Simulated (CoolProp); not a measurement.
Vapour pressure (MPa) of R1234ze(Z): the reference equation beside estimates from Tc = 150.1 °C, pc = 3.531 MPa, ω = 0.327.

Computed with CoolProp (reference Helmholtz-energy equation of state, Akasaka 2019).

```
T (°C)  reference  Lee-Kesler  Soave-Redlich-Kwong
------  ---------  ----------  -------------------
47.25      0.3608      0.3641               0.3644
59.25      0.5065      0.5118               0.5134
71.25      0.6932      0.7002               0.7045
83.25      0.9278      0.9359               0.9446
95.35       1.221       1.229                1.244
107.35      1.575       1.582                1.604
119.35      2.003       2.009                2.037
131.35      2.515       2.521                2.549
```

Absolute difference from the reference over all 8 rows, mean and median: Lee-Kesler 0.7 and 0.8 %, Soave-Redlich-Kwong 1.6 and 1.7 %.
